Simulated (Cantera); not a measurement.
Ignition delay

Mixture: 45.7 % H₂, 11.4 % O₂, 42.9 % N₂, equivalence ratio 2.0, at 27800 Torr, adiabatic and at constant pressure. Ignition delay is the time to a rise of 400 K.

Computed with Cantera and GRI-Mech 3.0 (53 species, 325 reactions). The hydrogen kinetics of GRI-Mech 3.0 are dated; newer H2 mechanisms differ, most at raised pressure. The pressure lies above the range GRI-Mech 3.0 was tuned for (to about 10 atm).

```csv
T0 (K),delay (ms)
998,3.35
1048,1.19
1098,0.466
1148,0.195
1198,0.0858
1248,0.0391
1298,0.0181
1348,0.00830
1398,0.00375
1448,0.00172
```

| Quantity | Result |
|---|---|
| apparent activation energy between 1348 and 1448 K | 260 kJ/mol |
